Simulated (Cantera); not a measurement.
Charge: 1 mol CH₃F, 2.3 mol H₂, 0.033 mol Si, equilibrated at 698 K and 13.3 mbar.

Cantera equilibrium calculation (NASA polynomials, part measured and part estimated; ideal gas, pure solids and liquids). Candidate condensed phases: C, C₆H₆, C₇H₈, C₈H₁₈, Si, SiC; 113 gas species. Kinetics and transport are ignored.

Base state: H₂ 0.716, HF 0.216, CH₄ 0.0605, SiF₄ 0.00820 (mole fractions); condensed: C(graphite).

Task: What changes in the equilibrium state with this change: pressure from 13.3 mbar to 1.60 Pa?

Result: 
```
species            before    after
----------------  -------  -------
H₂                  0.716    0.789
HF                  0.216    0.203
SiF₄              0.00820  0.00773
CH₄                0.0605  8.83e-5
C(graphite), mol    0.756    1.000
```
